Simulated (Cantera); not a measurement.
## Iron carbonyl, mercury and lead vapours: PbO + H2 + CO

Feed: 1 mol PbO, 30 mol H2, 0.036 mol CO, held at 750 Torr.

Equilibrium computed with Cantera from the NASA thermochemical tables; the gas is ideal and each condensed phase is pure. Candidate condensed phases: C, C6H6, C7H8, C8H18, H2O, Pb, PbO, PbO2, Pb3O4; 113 gas species. Kinetics and transport are ignored.

From 848 K to 1523 K the condensed part is Pb(l). The main Pb-bearing gas is Pb throughout.

```json
[
 {"T (K)": "848", "log p H2": "-0.02", "log p H2O": "-1.46", "log p Pb": "-6.52", "log p CH4": "-2.92", "log p CO": "-5.01", "log p CO2": "-5.97", "log p H": "-10.73", "log p Pb2": "<-12", "n Pb(l)": "1.000"},
 {"T (K)": "923", "log p H2": "-0.02", "log p H2O": "-1.46", "log p Pb": "-5.60", "log p CH4": "-2.97", "log p CO": "-3.94", "log p CO2": "-5.08", "log p H": "-9.62", "log p Pb2": "-11.64", "n Pb(l)": "1.000"},
 {"T (K)": "998", "log p H2": "-0.02", "log p H2O": "-1.47", "log p Pb": "-4.81", "log p CH4": "-3.22", "log p CO": "-3.24", "log p CO2": "-4.54", "log p H": "-8.68", "log p Pb2": "-10.32", "n Pb(l)": "1.000"},
 {"T (K)": "1073", "log p H2": "-0.02", "log p H2O": "-1.48", "log p Pb": "-4.14", "log p CH4": "-3.79", "log p CO": "-3.00", "log p CO2": "-4.43", "log p H": "-7.86", "log p Pb2": "-9.20", "n Pb(l)": "0.998"},
 {"T (K)": "1148", "log p H2": "-0.02", "log p H2O": "-1.48", "log p Pb": "-3.55", "log p CH4": "-4.46", "log p CO": "-2.95", "log p CO2": "-4.48", "log p H": "-7.15", "log p Pb2": "-8.22", "n Pb(l)": "0.992"},
 {"T (K)": "1223", "log p H2": "-0.02", "log p H2O": "-1.48", "log p Pb": "-3.04", "log p CH4": "-5.08", "log p CO": "-2.93", "log p CO2": "-4.56", "log p H": "-6.53", "log p Pb2": "-7.37", "n Pb(l)": "0.973"},
 {"T (K)": "1298", "log p H2": "-0.02", "log p H2O": "-1.48", "log p Pb": "-2.59", "log p CH4": "-5.63", "log p CO": "-2.93", "log p CO2": "-4.64", "log p H": "-5.98", "log p Pb2": "-6.62", "n Pb(l)": "0.923"},
 {"T (K)": "1373", "log p H2": "-0.02", "log p H2O": "-1.48", "log p Pb": "-2.19", "log p CH4": "-6.13", "log p CO": "-2.93", "log p CO2": "-4.71", "log p H": "-5.49", "log p Pb2": "-5.96", "n Pb(l)": "0.806"},
 {"T (K)": "1448", "log p H2": "-0.02", "log p H2O": "-1.48", "log p Pb": "-1.84", "log p CH4": "-6.59", "log p CO": "-2.93", "log p CO2": "-4.77", "log p H": "-5.05", "log p Pb2": "-5.36", "n Pb(l)": "0.555"},
 {"T (K)": "1523", "log p H2": "-0.03", "log p H2O": "-1.49", "log p Pb": "-1.51", "log p CH4": "-7.01", "log p CO": "-2.94", "log p CO2": "-4.83", "log p H": "-4.65", "log p Pb2": "-4.83", "n Pb(l)": "0.0525"}
]
```
log p: log10 of the partial pressure in bar; n: condensed amount in mol.
